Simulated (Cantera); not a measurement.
## Premixed flame

A freely propagating, adiabatic, planar premixed flame of H2 : O2 : N2 = 1 : 0.7 : 3.36 (molar parts), equivalence ratio 0.71, unburnt at 300 K and 5.00 bar; mixture-averaged transport, grid criteria slope 0.08 and curve 0.16, no radiation.

Computed with Cantera and the H2/O2 subset of GRI-Mech 3.0, which has no nitrogen chemistry. The hydrogen kinetics of GRI-Mech 3.0 are dated; newer H2 mechanisms differ, most at raised pressure. Burning velocities carry a grid error of a few per cent, more on coarse grids.

| z (mm) | T (K) | u (m/s) | x H2 | x O2 | x H2O2 | x H | x OH | x O |
|---|---|---|---|---|---|---|---|---|
| -0.327 | 300 | 0.309 | 0.195 | 0.139 | 2.32e-8 | <1e-8 | <1e-8 | <1e-8 |
| -0.218 | 304 | 0.310 | 0.185 | 0.140 | 5.64e-7 | <1e-8 | <1e-8 | <1e-8 |
| -0.164 | 316 | 0.317 | 0.170 | 0.143 | 4.45e-6 | <1e-8 | <1e-8 | <1e-8 |
| -0.109 | 380 | 0.370 | 0.138 | 0.145 | 3.50e-5 | <1e-8 | <1e-8 | <1e-8 |
| -0.0545 | 694 | 0.652 | 0.0823 | 0.131 | 0.000187 | 9.36e-7 | 2.03e-6 | 1.85e-6 |
| -0.0273 | 1028 | 0.957 | 0.0517 | 0.108 | 0.000186 | 0.000150 | 0.000150 | 8.05e-5 |
| 0 | 1363 | 1.27 | 0.0255 | 0.0798 | 2.35e-5 | 0.00101 | 0.00103 | 0.000667 |
| 0.0273 | 1564 | 1.46 | 0.0105 | 0.0607 | 3.85e-6 | 0.00137 | 0.00248 | 0.00117 |
| 0.0545 | 1662 | 1.55 | 0.00474 | 0.0529 | 2.43e-6 | 0.000929 | 0.00313 | 0.00106 |
| 0.109 | 1734 | 1.61 | 0.00159 | 0.0491 | 1.32e-6 | 0.000281 | 0.00265 | 0.000526 |
| 0.218 | 1765 | 1.64 | 0.000401 | 0.0483 | 5.63e-7 | 3.86e-5 | 0.00150 | 0.000144 |
| 0.436 | 1774 | 1.65 | 8.40e-5 | 0.0482 | 2.09e-7 | 4.22e-6 | 0.000761 | 3.48e-5 |
| 0.872 | 1776 | 1.65 | 2.76e-5 | 0.0483 | 1.06e-7 | 9.57e-7 | 0.000478 | 1.35e-5 |
x: mole fraction of selected species; z is measured from the peak of heat release.

| Quantity | Value |
|---|---|
| laminar burning velocity | 31.0 cm/s |
| thermal thickness | 0.109 mm |
| peak x(H2O2) | 0.000216 |
| peak x(H) | 0.00139 |
| peak x(OH) | 0.00315 |
| peak x(O) | 0.00118 |
